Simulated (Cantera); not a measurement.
Feed: 1 mol Mg(OH)2, 5.3 mol H2, 0.52 mol CO2, equilibrated at 377 °C and 0.100 bar.

Equilibrium computed with Cantera from the NASA thermochemical tables; the gas is ideal and each condensed phase is pure. Candidate condensed phases: C, C6H6, C7H8, C8H18, H2O, Mg, MgCO3, MgO, Mg(OH)2; 116 gas species. Rates play no part.

Base state: H2 0.565, H2O 0.346, CH4 0.0868, CO2 0.00240, CO 0.000252 (mole fractions); condensed: MgO(s).

Problem. What changes in the equilibrium state with this change: CO2 from 0.52 to 0.035 mol?

Solution. 
| species | before | after |
|---|---|---|
| H2 | 0.565 | 0.824 |
| H2O | 0.346 | 0.171 |
| CH4 | 0.0868 | 0.00558 |
| CO2 | 0.00240 | 8.30e-6 |
| CO | 0.000252 | 2.57e-6 |
| MgO(s), mol | 1.00 | 1.00 |

Problem. What changes in the equilibrium state with this change: temperature from 377 °C to 1252 °C?

Solution. 
| species | before | after |
|---|---|---|
| H2 | 0.565 | 0.709 |
| H2O | 0.346 | 0.215 |
| CO | 0.000252 | 0.0685 |
| CH4 | 0.0868 | 3.72e-9 |
| H | <1e-9 | 6.30e-5 |
| CO2 | 0.00240 | 0.00773 |
| MgO(s), mol | 1.00 | 1.000 |
